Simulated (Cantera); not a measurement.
Source: NASA polynomial tables (part measured, part estimated), evaluated in Cantera. Values are per mole of reaction as written; species without (g) are pure solids or liquids, kept so even where they would boil at 1 bar.

1.143 Ti + O2(g) → 0.2857 Ti4O7

| T (K) | ΔH° (kJ) | ΔS° (J/K) | ΔG° (kJ) | log10 K | condensed phases |
|---|---|---|---|---|---|
| 1698 | -960.0 | -167.8 | -675.0 | 20.77 | Ti(β), Ti4O7(s) |
| 1773 | -959.2 | -167.4 | -662.5 | 19.52 | Ti(β), Ti4O7(s) |
| 1848 | -958.6 | -167.0 | -649.9 | 18.37 | Ti(β), Ti4O7(s) |
| 1923 | -958.0 | -166.7 | -637.4 | 17.31 | Ti(β), Ti4O7(s) |
| 1998 | ___ | ___ | ___ | ___ | Ti(l), Ti4O7(l) |
| 2073 | -908.3 | -141.3 | -615.4 | 15.51 | Ti(l), Ti4O7(l) |
| 2148 | ___ | ___ | ___ | ___ | Ti(l), Ti4O7(l) |
| 2223 | ___ | ___ | ___ | ___ | Ti(l), Ti4O7(l) |
| 2298 | ___ | ___ | ___ | ___ | Ti(l), Ti4O7(l) |

Complete the blanks.


- 1998, ΔH° (kJ): -909.3
- 1998, ΔS° (J/K): -141.8
- 1998, ΔG° (kJ): -626.1
- 1998, log10 K: 16.37
- 2148, ΔH° (kJ): -907.3
- 2148, ΔS° (J/K): -140.8
- 2148, ΔG° (kJ): -604.9
- 2148, log10 K: 14.71
- 2223, ΔH° (kJ): -906.2
- 2223, ΔS° (J/K): -140.3
- 2223, ΔG° (kJ): -594.3
- 2223, log10 K: 13.96
- 2298, ΔH° (kJ): -905.3
- 2298, ΔS° (J/K): -139.9
- 2298, ΔG° (kJ): -583.8
- 2298, log10 K: 13.27
